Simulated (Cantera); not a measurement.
**Equilibrium for carbon deposition, reforming and gasification: C₂H₂ + H₂O**

A closed system holds: 1 mol C₂H₂, 0.17 mol H₂O, held at 1 atm.

Cantera equilibrium calculation (NASA polynomials, part measured and part estimated; ideal gas, pure solids and liquids). Candidate condensed phases: C, C₆H₆, C₇H₈, C₈H₁₈, H₂O; 110 gas species. Rates play no part.

From 277 °C to 2077 °C the condensed part is C(graphite). The main C-bearing gas is CH₄ at 277 °C and CO at 2077 °C.

```tsv
T (°C)	x H₂	x CH₄	x H₂O	x CO	x CO₂	x H	n C(graphite)
277	0.0409	0.718	0.233	2.38e-5	0.00781	<1e-12	1.50
427	0.250	0.541	0.194	0.00178	0.0130	<1e-12	1.57
577	0.609	0.234	0.116	0.0266	0.0154	1.59e-11	1.73
727	0.804	0.0625	0.0313	0.0973	0.00544	2.02e-9	1.80
877	0.854	0.0173	0.00501	0.124	0.000610	6.85e-8	1.81
1027	0.866	0.00598	0.00101	0.127	8.40e-5	1.02e-6	1.82
1177	0.870	0.00253	0.000279	0.127	1.71e-5	8.76e-6	1.83
1327	0.872	0.00126	9.80e-5	0.127	4.75e-6	5.04e-5	1.83
1477	0.872	0.000704	4.13e-5	0.127	1.66e-6	0.000216	1.83
1627	0.872	0.000433	2.00e-5	0.127	6.91e-7	0.000736	1.83
1777	0.870	0.000286	1.08e-5	0.127	3.30e-7	0.00210	1.83
1927	0.866	0.000200	6.33e-6	0.127	1.75e-7	0.00521	1.82
2077	0.857	0.000145	3.96e-6	0.126	1.01e-7	0.0115	1.82
```
x: gas mole fraction; n: condensed amount in mol.
